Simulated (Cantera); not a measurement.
Mixture: 15.0 % CH4, 0.631 % C2H6, 0.586 % C3H8, 17.6 % O2, 66.2 % N2, equivalence ratio 2.0, at 19500 Torr, adiabatic and at constant volume. Ignition delay is the time to a rise of 400 K.

Cantera simulation using GRI-Mech 3.0 (53 species, 325 reactions); the numbers are that mechanism's predictions, not measurements. The pressure lies above the range GRI-Mech 3.0 was tuned for (to about 10 atm).

Problem. Predict: delay at 1225 K; delay at 1275 K; delay at 1325 K; delay at 1375 K; delay at 1425 K; delay at 1475 K; delay at 1525 K; apparent activation energy between 1425 and 1525 K.

Solution. 
```json
{
 "delay at 1225 K": "0.558 ms",
 "delay at 1275 K": "0.324 ms",
 "delay at 1325 K": "0.189 ms",
 "delay at 1375 K": "0.111 ms",
 "delay at 1425 K": "66.0 µs",
 "delay at 1475 K": "40.1 µs",
 "delay at 1525 K": "25.0 µs",
 "apparent activation energy between 1425 and 1525 K": "180 kJ/mol"
}
```
